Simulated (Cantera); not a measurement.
What does this Cantera script print?

```python
import numpy as np
import cantera as ct

surf = ct.Interface("ptcombust.yaml", "Pt_surf")
gas = surf.adjacent["gas"]
gas.TPX = 300, 12000, {'CH4': 0.042, 'O2': 0.11, 'N2': 0.79}
jet = ct.ImpingingJet(gas=gas, width=0.048, surface=surf)
jet.inlet.mdot, jet.inlet.T, jet.inlet.X = 0.15, 300, {'CH4': 0.042, 'O2': 0.11, 'N2': 0.79}
jet.set_refine_criteria(ratio=10, slope=0.2, curve=0.3)
show, cover = ['CH4', 'O2', 'H2O', 'OH', 'CO', 'CO2'], ["PT(S)", "H(S)", "O(S)", "OH(S)", "CO(S)", "C(S)"]

rows = []
print(f"{'Ts/K':>7s}" + "".join(f"{s:>11s}" for s in show + cover) + "   (gas at the wall, coverages)")
for i, Ts in enumerate([850, 900, 950, 1000, 1050, 1100, 1150, 1200]):
    jet.surface.T = Ts
    if i == 0:
        surf.TP = Ts, 12000
        surf.coverages = "PT(S):0.5, O(S):0.5"
        surf.advance_coverages(1.0)
        jet.set_initial_guess(products="inlet")
    jet.solve(loglevel=0, auto=(i == 0))
    rows.append([*(jet.X[gas.species_index(s), -1] for s in show), *surf[cover].coverages])
    print(f"{Ts:7g}" + "".join(f"{x:11.3e}" for x in rows[-1]))
```

Result:

```
   Ts/K        CH4         O2        H2O         OH         CO        CO2      PT(S)       H(S)       O(S)      OH(S)      CO(S)       C(S)   (gas at the wall, coverages)
    850  3.793e-02  1.025e-01  1.254e-02  6.466e-09  9.944e-06  8.165e-03  1.349e-01  2.454e-08  8.640e-01  1.108e-03  2.066e-05  5.279e-08
    900  3.129e-02  8.833e-02  2.497e-02  2.769e-08  1.192e-05  1.632e-02  2.010e-01  9.011e-08  7.976e-01  1.461e-03  1.967e-05  7.000e-08
    950  2.394e-02  7.272e-02  3.861e-02  8.933e-08  1.287e-05  2.531e-02  2.768e-01  2.537e-07  7.215e-01  1.654e-03  1.617e-05  7.741e-08
   1000  1.780e-02  5.974e-02  4.991e-02  2.498e-07  1.327e-05  3.280e-02  3.569e-01  5.805e-07  6.414e-01  1.675e-03  1.217e-05  7.608e-08
   1050  1.340e-02  5.049e-02  5.792e-02  6.050e-07  1.363e-05  3.814e-02  4.364e-01  1.143e-06  5.620e-01  1.580e-03  8.880e-06  7.068e-08
   1100  1.043e-02  4.428e-02  6.327e-02  1.315e-06  1.430e-05  4.171e-02  5.118e-01  2.019e-06  4.868e-01  1.428e-03  6.513e-06  6.457e-08
   1150  8.414e-03  4.012e-02  6.683e-02  2.623e-06  1.545e-05  4.409e-02  5.820e-01  3.309e-06  4.167e-01  1.258e-03  4.898e-06  5.934e-08
   1200  7.026e-03  3.732e-02  6.920e-02  4.868e-06  1.720e-05  4.568e-02  6.460e-01  5.122e-06  3.529e-01  1.091e-03  3.803e-06  5.537e-08
```

Model: Deutschmann's 1995 Pt surface mechanism with GRI-Mech 3.0 gas chemistry, integrated in Cantera. Catalytic surfaces can have several steady states; this one follows from the mechanism file's or the stated starting coverage.
